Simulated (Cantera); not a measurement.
**Adiabatic ignition**

An adiabatic, constant-pressure homogeneous reactor starts with CO : H2 : CH4 : O2 : N2 = 1 : 0.088 : 0.78 : 1.91 : 7.19 (molar parts), equivalence ratio 1.1, at 1250 K and 10.0 bar.

Cantera simulation using GRI-Mech 3.0 (53 species, 325 reactions); the numbers are that mechanism's predictions, not measurements.

```tsv
t (s)	T (K)	x CO	x H2	x CH4	x CH2	x CH3	x NO2
1.00e-6	1250	0.0912	0.00802	0.0711	<1e-12	4.65e-8	<1e-12
2.70e-6	1250	0.0912	0.00802	0.0711	<1e-12	1.40e-7	<1e-12
7.28e-6	1250	0.0912	0.00802	0.0711	<1e-12	4.25e-7	<1e-12
1.96e-5	1250	0.0912	0.00802	0.0711	<1e-12	1.44e-6	<1e-12
5.29e-5	1250	0.0912	0.00802	0.0711	1.25e-12	6.05e-6	<1e-12
0.000143	1251	0.0911	0.00799	0.0710	1.88e-11	2.19e-5	<1e-12
0.000385	1255	0.0910	0.00788	0.0706	4.01e-11	2.92e-5	<1e-12
0.00104	1284	0.0906	0.00768	0.0676	2.81e-10	5.59e-5	<1e-12
0.00280	2815	0.0570	0.0103	<1e-12	<1e-12	<1e-12	3.20e-6
0.00756	2815	0.0570	0.0103	<1e-12	<1e-12	<1e-12	3.21e-6
0.0204	2815	0.0570	0.0103	<1e-12	<1e-12	<1e-12	3.21e-6
0.0550	2815	0.0570	0.0103	<1e-12	<1e-12	<1e-12	3.21e-6
0.148	2815	0.0570	0.0103	<1e-12	<1e-12	<1e-12	3.21e-6
0.400	2815	0.0570	0.0103	<1e-12	<1e-12	<1e-12	3.21e-6
```
x: mole fraction; the columns are a selection and need not sum to one.

```json
{
 "time_of_steepest_temperature_rise": "1.45 ms",
 "temperature at 0.400 s": "2815 K",
 "equilibrium_temperature": "2815 K",
 "x(CO) at 0.400 s": "0.0570 (gas-phase equilibrium 0.0570)",
 "x(H2) at 0.400 s": "0.0103 (gas-phase equilibrium 0.0103)",
 "x(CH4) at 0.400 s": "<1e-12 (gas-phase equilibrium <1e-12)"
}
```
